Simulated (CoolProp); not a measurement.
The numbers come from the reference Helmholtz-energy equation of state, Tillner-Roth 1997 in CoolProp.

Problem. For CH2F2 (R32), give the phase and the cp (kJ/(kg K)), conductivity (mW/(m K)), Prandtl number, fugacity coefficient at 201.8 K and 25.2 MPa; 215.7 K and 25.2 MPa.

Solution. 
- 201.8 K and 25.2 MPa: liquid; cp 1.52, conductivity 215, Prandtl number 3.45, fugacity coefficient 0.00237
- 215.7 K and 25.2 MPa: liquid; cp 1.53, conductivity 206, Prandtl number 2.93, fugacity coefficient 0.00514

Viscosity comes from a separate model (Bell 2016), an estimate that may be off by 10 % or more. Thermal conductivity comes from a separate model (Huber 2003), an estimate that may be off by 10 % or more.
